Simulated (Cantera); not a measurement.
Input (Python, Cantera):

```python
import numpy as np
import cantera as ct

gas = ct.Solution("gri30.yaml")
gas.TPX = 1173, 42000, {'C2H6': 1, 'N2': 150}
inlet = ct.Reservoir(gas, clone=True)

reactor = ct.IdealGasConstPressureReactor(gas, energy="off", clone=False)
exhaust = ct.Reservoir(gas, clone=True)
tau = [4, 2.2, 1.2, 0.66, 0.36, 0.2, 0.11, 0.059, 0.032, 0.018, 0.0096][0]
for a, b in ((inlet, reactor), (reactor, exhaust)):
    ct.MassFlowController(a, b, mdot=lambda t: reactor.mass / tau)
net = ct.ReactorNet([reactor])
show = ['C2H6', 'C2H', 'CH3', 'CH2', 'CH4', 'H', 'HCN']

rows = []
print(f"{'tau/s':>10s}{'T/K':>9s}" + "".join(f"{s:>11s}" for s in show))
for tau in [4, 2.2, 1.2, 0.66, 0.36, 0.2, 0.11, 0.059, 0.032, 0.018, 0.0096]:
    net.initial_time = 0.0
    net.advance(30 * tau)
    before = gas.X
    net.advance(40 * tau)
    drift = np.max(np.abs(gas.X - before) / (gas.X + 1e-9))
    rows.append([gas.T, *gas[show].X, drift])
    print(f"{tau:10.3e}{gas.T:9.1f}" + "".join(f"{x:11.3e}" for x in gas[show].X))
```

Result:

```
     tau/s      T/K       C2H6        C2H        CH3        CH2        CH4          H        HCN
 4.000e+00   1173.0  1.680e-04  4.367e-11  1.038e-06  3.352e-11  7.251e-04  7.078e-07  1.063e-10
 2.200e+00   1173.0  2.588e-04  4.822e-11  1.303e-06  5.131e-11  7.054e-04  8.244e-07  1.132e-10
 1.200e+00   1173.0  4.067e-04  5.060e-11  1.673e-06  8.012e-11  6.801e-04  9.395e-07  1.220e-10
 6.600e-01   1173.0  6.425e-04  4.943e-11  2.178e-06  1.257e-10  6.398e-04  1.039e-06  1.323e-10
 3.600e-01   1173.0  1.029e-03  4.375e-11  2.885e-06  1.980e-10  5.739e-04  1.111e-06  1.433e-10
 2.000e-01   1173.0  1.616e-03  3.425e-11  3.799e-06  2.998e-10  4.810e-04  1.134e-06  1.513e-10
 1.100e-01   1173.0  2.486e-03  2.289e-11  4.934e-06  4.291e-10  3.618e-04  1.101e-06  1.527e-10
 5.900e-02   1173.0  3.616e-03  1.279e-11  6.152e-06  5.594e-10  2.336e-04  1.017e-06  1.456e-10
 3.200e-02   1173.0  4.693e-03  6.470e-12  7.077e-06  6.419e-10  1.335e-04  9.174e-07  1.333e-10
 1.800e-02   1173.0  5.466e-03  3.244e-12  7.509e-06  6.608e-10  7.294e-05  8.326e-07  1.190e-10
 9.600e-03   1173.0  6.008e-03  1.463e-12  7.432e-06  6.153e-10  3.572e-05  7.483e-07  9.963e-11
```

Computed with Cantera and GRI-Mech 3.0 (53 species, 325 reactions). GRI-Mech 3.0 stops at C3 and has no aromatics, soot or wall deposition, so with more carbon than oxygen in the feed, carbon stays in small species such as C2H2 where larger ones or solid carbon would form.
